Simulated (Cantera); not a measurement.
What does this Cantera script print?

```python
import numpy as np
import cantera as ct

gas = ct.Solution("gri30.yaml")
gas.TPX = 700, 100000, {'CO': 1, 'H2': 0.91, 'O2': 0.868, 'N2': 3.26}
flame = ct.FreeFlame(gas, width=0.04)
flame.set_refine_criteria(ratio=3, slope=0.08, curve=0.16)
flame.transport_model = "mixture-averaged"
flame.solve(loglevel=0, auto=True)
z, T = flame.grid, flame.T
thick = (T[-1] - T[0]) / np.gradient(T, z).max()
show = ['CO', 'H2', 'O2', 'OH', 'O', 'H2O']
print(f"laminar burning velocity  {flame.velocity[0] * 100:.3f} cm/s")
print(f"burnt temperature         {T[-1]:.1f} K")
print(f"thermal thickness         {thick * 1e3:.4f} mm")
print(f"grid points               {len(z)}")
z0 = z[flame.heat_release_rate.argmax()]
print(f"{'z/mm':>9s}{'T/K':>9s}{'u/(m/s)':>9s}" + "".join(f"{s:>11s}" for s in show))
rows = []
for k in (-3, -2, -1.5, -1, -0.5, -0.25, 0, 0.25, 0.5, 1, 2, 4, 8):
    zz = z0 + k * thick
    rows.append([k * thick, np.interp(zz, z, T), np.interp(zz, z, flame.velocity),
                 *(np.interp(zz, z, flame.X[gas.species_index(s)]) for s in show)])
    print(f"{rows[-1][0] * 1e3:9.3f}{rows[-1][1]:9.1f}{rows[-1][2]:9.3f}" + "".join(f"{x:11.3e}" for x in rows[-1][3:]))
```

Result:

```
laminar burning velocity  614.846 cm/s
burnt temperature         2547.1 K
thermal thickness         0.6353 mm
grid points               158
     z/mm      T/K  u/(m/s)         CO         H2         O2         OH          O        H2O
   -1.906    700.0    6.148  1.656e-01  1.507e-01  1.438e-01  2.207e-15  2.223e-14  5.684e-11
   -1.271    700.0    6.148  1.656e-01  1.507e-01  1.438e-01  4.409e-15  5.641e-14  6.316e-11
   -0.953    700.0    6.148  1.656e-01  1.507e-01  1.438e-01  2.124e-13  3.323e-12  2.614e-10
   -0.635    700.0    6.148  1.656e-01  1.507e-01  1.438e-01  1.419e-10  1.735e-09  4.808e-08
   -0.318    704.7    6.178  1.659e-01  1.487e-01  1.438e-01  1.051e-05  4.290e-06  1.972e-04
   -0.159    832.7    7.201  1.657e-01  1.299e-01  1.403e-01  4.652e-04  2.893e-04  9.403e-03
    0.000   1249.9   10.547  1.537e-01  6.123e-02  1.036e-01  3.540e-03  6.788e-03  6.797e-02
    0.159   1572.2   13.065  1.237e-01  2.210e-02  5.790e-02  8.682e-03  1.592e-02  1.132e-01
    0.318   1735.9   14.247  1.015e-01  2.045e-02  4.401e-02  1.140e-02  1.669e-02  1.162e-01
    0.635   1909.0   15.445  8.493e-02  2.159e-02  3.542e-02  1.380e-02  1.469e-02  1.182e-01
    1.271   2074.8   16.580  7.994e-02  2.008e-02  3.075e-02  1.505e-02  1.136e-02  1.262e-01
    2.541   2230.9   17.618  7.556e-02  1.728e-02  2.644e-02  1.503e-02  7.948e-03  1.354e-01
    5.082   2369.7   18.512  6.901e-02  1.438e-02  2.174e-02  1.396e-02  5.193e-03  1.435e-01
```

Detailed kinetics in Cantera: GRI-Mech 3.0 (53 species, 325 reactions). Burning velocities carry a grid error of a few per cent, more on coarse grids.
